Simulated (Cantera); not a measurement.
Charge: 1 mol SiO2, 16 mol H2, 1.4 mol N2, held at 750 Torr.

Method: chemical equilibrium by Gibbs-energy minimisation in Cantera with the NASA 1993 tables (ideal gas, pure condensed phases). Candidate condensed phases: H2O, Si, SiO2, Si2N2O, Si3N4; 35 gas species. N2 is the only nitrogen source here; it is nearly inert below about 1500 K, so the nitride shown seldom forms there in practice. Mutual solubility and eutectic melting of coexisting phases are not modelled. The tables hold silica as quartz up to 1696 K and as liquid above; real silica turns to tridymite and cristobalite and melts near 1996 K. Gases not in the tables: Si(OH)4. Kinetics and transport are ignored.

Question: Which condensed phases are stable at each of these points (T (°C)): 725, 825, 925, 1025, 1125, 1225, 1325, 1425, 1525, 1625, 1725, 1825, 1925?

Answer: 
```tsv
T (°C)	condensed phases	Si condensed (%)
725	SiO2(β-quartz) + Si2N2O(s)	100.0
825	SiO2(β-quartz) + Si2N2O(s)	100.0
925	SiO2(β-quartz) + Si2N2O(s)	100.0
1025	SiO2(β-quartz) + Si2N2O(s)	100.0
1125	SiO2(β-quartz) + Si2N2O(s)	100.0
1225	SiO2(β-quartz) + Si2N2O(s)	100.0
1325	SiO2(β-quartz) + Si2N2O(s)	99.9
1425	SiO2(condensed)	99.1
1525	SiO2(condensed)	97.6
1625	SiO2(condensed)	93.9
1725	SiO2(l)	86.1
1825	SiO2(l)	70.7
1925	SiO2(l)	42.8
```

From 725 °C to 1325 °C the condensed part is SiO2(β-quartz) + Si2N2O(s). From 1425 °C to 1625 °C the condensed part is SiO2(condensed). From 1725 °C to 1925 °C the condensed part is SiO2(l).
